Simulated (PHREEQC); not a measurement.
Dissolve 0.29 mol H3PO4 and 0.00032 mol HCl per kg of water at 25 °C. Closed to the air; pH follows from the charge balance.

The numbers come from PHREEQC with the ion-association model, phreeqc.dat.

Precipitation was switched off in this run.

**Question.** What pH, ionic strength does the model give?

**Answer.** pH 1.38; ionic strength 0.0485 mol/kgw.

**Question.** In which forms is P present?

**Answer.** H3PO4 83 %, H2PO4- 17 % of the P.

Species that the database lacks are ignored.
